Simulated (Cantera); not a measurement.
Cantera with NASA thermochemical tables; ideal gases at 1 bar, condensed phases pure. Values are per mole of reaction as written; species without (g) are pure solids or liquids, kept so even where they would boil at 1 bar.

### Question
Between 300 and 1023 K, where is each reaction favourable under standard conditions?
- N2O(g) + PbO(g) → Pb + 2 NO(g)

### Answer
- N2O(g) + PbO(g) → Pb + 2 NO(g): ΔG° is 23 kJ at 300 K and -5 kJ at 1023 K; it changes sign between 873 and 923 K. ΔH° is 41 kJ and ΔS° 45 J/K at 1023 K.
